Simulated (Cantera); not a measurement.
A freely propagating, adiabatic, planar premixed flame of 38.4 % CO, 1.57 % H2, 16.7 % O2, 43.4 % N2, equivalence ratio 1.2, unburnt at 475 K and 760 Torr; mixture-averaged transport, grid criteria slope 0.08 and curve 0.16, no radiation.

Cantera simulation using GRI-Mech 3.0 (53 species, 325 reactions); the numbers are that mechanism's predictions, not measurements. Burning velocities carry a grid error of a few per cent, more on coarse grids.

x: mole fraction of selected species; z is measured from the peak of heat release.

| z (mm) | T (K) | u (m/s) | x CO | x H2 | x O2 | x NO2 | x CO2 | x H2O |
|---|---|---|---|---|---|---|---|---|
| -2.23 | 475 | 1.17 | 0.384 | 0.0157 | 0.167 | <1e-8 | <1e-8 | <1e-8 |
| -1.49 | 475 | 1.17 | 0.384 | 0.0157 | 0.167 | <1e-8 | <1e-8 | 1.38e-8 |
| -1.12 | 475 | 1.17 | 0.384 | 0.0157 | 0.167 | <1e-8 | (withheld) | (withheld) |
| -0.744 | 475 | 1.17 | 0.384 | 0.0155 | 0.167 | <1e-8 | (withheld) | (withheld) |
| -0.372 | 483 | 1.19 | 0.384 | 0.0142 | 0.167 | <1e-8 | 0.000136 | 0.000148 |
| -0.186 | 668 | 1.63 | 0.376 | 0.0115 | 0.161 | <1e-8 | 0.00936 | 0.00276 |
| 0 | 1179 | 2.82 | 0.326 | 0.00504 | 0.130 | <1e-8 | 0.0644 | 0.00943 |
| 0.186 | 1546 | 3.59 | 0.259 | 0.00142 | 0.0856 | <1e-8 | 0.145 | 0.00956 |
| 0.372 | 1751 | 3.99 | 0.220 | 0.00123 | 0.0635 | 1.34e-8 | 0.194 | 0.00693 |
| 0.744 | 1959 | 4.38 | 0.198 | 0.00139 | 0.0533 | 2.13e-8 | 0.224 | 0.00730 |
| 1.49 | 2160 | 4.77 | 0.184 | 0.00139 | 0.0479 | 3.83e-8 | 0.244 | 0.00967 |
| 2.98 | 2346 | 5.10 | 0.168 | 0.00125 | 0.0411 | 9.16e-8 | 0.267 | 0.0116 |
| 5.96 | 2501 | 5.37 | 0.151 | 0.00109 | 0.0336 | 2.43e-7 | 0.289 | 0.0129 |

Question: Fill in the missing entries.

Answer: 
- -1.12, x CO2: 2.32e-8
- -1.12, x H2O: 1.58e-7
- -0.744, x CO2: 6.94e-7
- -0.744, x H2O: 2.57e-6
